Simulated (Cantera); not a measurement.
Cantera run:

```python
import numpy as np
import cantera as ct

gas_names = """
    H2 C2H6
""".split()
cond_names = """
    TaC(s) TaC(L) Ta(cr) Ta(L)
""".split()


# ... load() reads the species with a 1 bar reference pressure and builds the phases ...
species = {s.name: s for s in load("nasa_gas.yaml", gas_names) + load("nasa_condensed.yaml", cond_names)}
# Each term lists the table entries of one substance; the one whose range holds T is used.
reactions = {
    '3 H2(g) + 2 TaC = C2H6(g) + 2 Ta':
        [(-3, ['H2']), (-2, ['TaC(s)', 'TaC(L)']), (1, ['C2H6']), (2, ['Ta(cr)', 'Ta(L)'])],
}


def pick(names, T):
    return next(species[n] for n in names if species[n].thermo.min_temp <= T <= species[n].thermo.max_temp)


results = []
for label, terms in reactions.items():
    print(label)
    print("     T/K   dH/kJ  dS/(J/K)   dG/kJ   log10 K")
    for T in [1098, 1198, 1298, 1398, 1498, 1598]:
        used = [(nu, pick(names, T)) for nu, names in terms]
        dH = sum(nu * s.thermo.h(T) for nu, s in used) / 1e6
        dS = sum(nu * s.thermo.s(T) for nu, s in used) / 1e3
        dG = dH - T * dS / 1e3
        logK = -dG * 1e6 / (ct.gas_constant * T * np.log(10))
        results.append((label, T, dH, dS, dG, logK, [s.name for _, s in used]))
        print(f"{T:8g} {dH:8.1f} {dS:8.1f} {dG:8.1f} {logK:8.2f}")
```

Output:

```
3 H2(g) + 2 TaC = C2H6(g) + 2 Ta
     T/K   dH/kJ  dS/(J/K)   dG/kJ   log10 K
    1098    178.2   -214.5    413.7   -19.68
    1198    177.2   -215.3    435.2   -18.97
    1298    176.4   -216.0    456.8   -18.38
    1398    175.8   -216.4    478.4   -17.87
    1498    175.4   -216.7    500.0   -17.44
    1598    175.1   -216.9    521.7   -17.05
```

Source: NASA polynomial tables (part measured, part estimated), evaluated in Cantera. TaC: taken at fixed stoichiometry. Condensed species are held in their standard states even where they would react or evaporate.
